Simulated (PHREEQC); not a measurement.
# Silver or lead bath

Solution (60 °C): 0.36 mmol/kgw PbCl2 and 0.34 mmol/kgw NaNO3. Closed to the air; pH follows from the charge balance.

Model: ion-association model, phreeqc.dat, run in PHREEQC.

Each row changes one thing in this solution. This is a speciation only: nothing precipitates in the calculation.

```json
[
 {"case": "as made", "pH": "5.62", "Pb+2 (mol/kgw)": "0.000339", "PbCl+ (mol/kgw)": "1.72e-5", "PbOH+ (mol/kgw)": "2.42e-6", "PbNO3+ (mol/kgw)": "1.42e-6", "Pb2OH+3 (mol/kgw)": "2.20e-8", "SI of Pb(OH)2 (Pb(OH)2)": "+0.62", "SI of Halite (NaCl)": "-8.26"},
 {"case": "temperature from 60 to 80 °C", "pH": "5.62", "Pb+2 (mol/kgw)": "0.000332", "PbCl+ (mol/kgw)": "2.42e-5", "PbOH+ (mol/kgw)": "2.36e-6", "PbNO3+ (mol/kgw)": "1.38e-6", "Pb2OH+3 (mol/kgw)": "2.11e-8", "SI of Pb(OH)2 (Pb(OH)2)": "+1.13", "SI of Halite (NaCl)": "-8.27"},
 {"case": "PbCl2 from 0.00036 to 7.2e-05 mol/kgw", "pH": "5.94", "Pb+2 (mol/kgw)": "6.98e-5", "PbCl+ (mol/kgw)": "7.72e-7", "PbOH+ (mol/kgw)": "1.09e-6", "PbNO3+ (mol/kgw)": "3.13e-7", "Pb2OH+3 (mol/kgw)": "1.91e-9", "SI of Pb(OH)2 (Pb(OH)2)": "…", "SI of Halite (NaCl)": "-8.93"},
 {"case": "diluted 100-fold with water", "pH": "6.39", "Pb+2 (mol/kgw)": "3.43e-6", "PbCl+ (mol/kgw)": "2.10e-9", "PbOH+ (mol/kgw)": "1.64e-7", "PbNO3+ (mol/kgw)": "1.69e-10", "Pb2OH+3 (mol/kgw)": "1.28e-11", "SI of Pb(OH)2 (Pb(OH)2)": "+0.24", "SI of Halite (NaCl)": "-12.21"},
 {"case": "temperature from 60 to 90 °C", "pH": "5.62", "Pb+2 (mol/kgw)": "0.000328", "PbCl+ (mol/kgw)": "2.81e-5", "PbOH+ (mol/kgw)": "2.31e-6", "PbNO3+ (mol/kgw)": "1.36e-6", "Pb2OH+3 (mol/kgw)": "2.05e-8", "SI of Pb(OH)2 (Pb(OH)2)": "+1.36", "SI of Halite (NaCl)": "-8.28"},
 {"case": "diluted 10-fold with water", "pH": "…", "Pb+2 (mol/kgw)": "3.50e-5", "PbCl+ (mol/kgw)": "2.05e-7", "PbOH+ (mol/kgw)": "7.59e-7", "PbNO3+ (mol/kgw)": "1.66e-8", "Pb2OH+3 (mol/kgw)": "6.31e-10", "SI of Pb(OH)2 (Pb(OH)2)": "+0.58", "SI of Halite (NaCl)": "-10.22"},
 {"case": "NaNO3 from 0.00034 to 3.4e-05 mol/kgw", "pH": "5.62", "Pb+2 (mol/kgw)": "0.000340", "PbCl+ (mol/kgw)": "1.76e-5", "PbOH+ (mol/kgw)": "2.44e-6", "PbNO3+ (mol/kgw)": "1.45e-7", "Pb2OH+3 (mol/kgw)": "2.17e-8", "SI of Pb(OH)2 (Pb(OH)2)": "+0.63", "SI of Halite (NaCl)": "-9.25"},
 {"case": "NaNO3 from 0.00034 to 0.000374 mol/kgw", "pH": "5.62", "Pb+2 (mol/kgw)": "0.000339", "PbCl+ (mol/kgw)": "1.72e-5", "PbOH+ (mol/kgw)": "2.42e-6", "PbNO3+ (mol/kgw)": "1.56e-6", "Pb2OH+3 (mol/kgw)": "2.20e-8", "SI of Pb(OH)2 (Pb(OH)2)": "+0.62", "SI of Halite (NaCl)": "-8.21"},
 {"case": "NaNO3 from 0.00034 to 0.000306 mol/kgw", "pH": "5.62", "Pb+2 (mol/kgw)": "0.000339", "PbCl+ (mol/kgw)": "1.73e-5", "PbOH+ (mol/kgw)": "2.43e-6", "PbNO3+ (mol/kgw)": "1.28e-6", "Pb2OH+3 (mol/kgw)": "2.19e-8", "SI of Pb(OH)2 (Pb(OH)2)": "+0.62", "SI of Halite (NaCl)": "-8.30"}
]
```

Complete the blanks.


- PbCl2 from 0.00036 to 7.2e-05 mol/kgw, SI of Pb(OH)2 (Pb(OH)2): +0.60
- diluted 10-fold with water, pH: 6.07

Complexes and solids missing from the database can't appear. Some of these states are supersaturated (in Pb(OH)2, for instance). Away from 25 °C the constants follow the database's enthalpies or fits; those with neither stay at their 25 °C values.
